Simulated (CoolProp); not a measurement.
Vapour-liquid equilibrium of n-hexane (1) + dimethyl carbonate (2) at 1.22 bar; x and y are mole fractions of (1).

Values from CoolProp's multi-fluid Helmholtz-energy mixture model, Thol 2019 and Zhou 2011; pair parameters Bell 2016.

| x | bubble temperature (K) | y at the bubble point | dew temperature at overall composition x (K) | liquid density (mol/L) |
|---|---|---|---|---|
| 0.05 | 361.0 | (withheld) | 367.7 | 10.54 |
| 0.2 | 350.2 | 0.532 | (withheld) | 9.871 |
| 0.35 | 347.0 | (withheld) | (withheld) | 9.193 |
| 0.5 | 345.7 | (withheld) | 351.6 | 8.584 |
| 0.65 | 345.0 | 0.701 | 345.8 | 8.055 |
| 0.8 | 345.0 | (withheld) | 345.1 | 7.594 |
| 0.95 | (withheld) | 0.917 | 347.1 | 7.181 |

Task: Some entries are withheld; supply them.

Result: 
- 0.05, y at the bubble point: 0.257
- 0.2, dew temperature at overall composition x (K): 363.0
- 0.35, y at the bubble point: 0.612
- 0.35, dew temperature at overall composition x (K): 357.6
- 0.5, y at the bubble point: 0.656
- 0.8, y at the bubble point: 0.773
- 0.95, bubble temperature (K): 346.6

y crosses x between x = 0.65 and 0.8: the model has an azeotrope there.

Pair parameters are fitted to limited data, so mixtures are less certain than the pure fluids.
